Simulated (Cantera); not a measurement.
Mixture: CH4 : O2 : N2 = 1 : 1.82 : 6.84 (molar parts), at 500000 Pa, adiabatic and at constant volume. Ignition delay is the time to a rise of 400 K.

Model: GRI-Mech 3.0 (53 species, 325 reactions), integrated in Cantera.

**Question.** What does this change do: constant pressure in place of constant volume?

**Answer.** 
```tsv
quantity	before	after
delay at 1048 K	85.2 ms	87.9 ms
delay at 1248 K	5.42 ms	5.73 ms
delay at 1448 K	0.553 ms	0.594 ms
delay at 1648 K	83.4 µs	89.9 µs
delay at 1848 K	19.1 µs	20.7 µs
apparent activation energy between 1648 and 1848 K	190 kJ/mol	190 kJ/mol
```

**Question.** What does this change do: pressure from 500000 Pa to 3700000 Pa?

**Answer.** 
```
quantity                                                before       after
--------------------------------------------------  ----------  ----------
delay at 1048 K                                        85.2 ms     9.30 ms
delay at 1248 K                                        5.42 ms    0.618 ms
delay at 1448 K                                       0.553 ms     83.3 µs
delay at 1648 K                                        83.4 µs     15.7 µs
delay at 1848 K                                        19.1 µs     3.77 µs
apparent activation energy between 1648 and 1848 K  190 kJ/mol  180 kJ/mol
```
The pressure lies above the range GRI-Mech 3.0 was tuned for (to about 10 atm).
